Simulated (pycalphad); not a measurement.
## Invariant reactions of Cr-Mg

CALPHAD calculation (pycalphad, COST 507 light-alloy database (1999)), 1 atm. No gas phase is included, though pure Mg would boil below 1377 °C. These are 1990s assessments: newer ones move some temperatures and phases. Diffusion is slow at the low end, where real alloys seldom reach equilibrium.

```
type             reaction on cooling  T (°C)  Mg in phase 1 (at.%)  Mg in phase 2 (at.%)  Mg in phase 3 (at.%)
----------  ------------------------  ------  --------------------  --------------------  --------------------
peritectic  BCC_A2 + LIQUID → HCP_A3   649.9                  0.01                >99.99                >99.99
```

Phases 1 to 3 are ordered by rising Mg content. The map covers 77 °C to 1377 °C; reactions that its mapper missed or could not classify are not listed.

BCC_A2 is bcc; HCP_A3 is hcp.
